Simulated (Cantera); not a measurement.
Input: 1 mol borazine, 15 mol N₂, 150 mol H₂, equilibrated at 1825 °C and 1.33 mbar.

Method: chemical equilibrium by Gibbs-energy minimisation in Cantera with the NASA 1993 tables (ideal gas, pure condensed phases). Candidate condensed phases: B, BN; 15 gas species. The feed counts by its element totals alone. The tables' values for BH₂ are old estimates; treat these amounts as uncertain. The numbers say what is thermodynamically allowed, not how fast it happens.

Base state: H₂ 0.828, N₂ 0.0936, H 0.0768, BH₂ 0.000663, B 0.000474, BH 2.56e-5 (mole fractions); condensed: B(s).

Question: What changes in the equilibrium state with this change: temperature from 1825 °C to 2102 °C?

Answer: 
```
species      before     after
---------  --------  --------
H₂            0.828     0.604
H            0.0768     0.300
N₂           0.0936    0.0814
B          0.000474    0.0133
BN          4.54e-6   6.61e-5
BH          2.56e-5  0.000270
B(s), mol      2.79         0
```
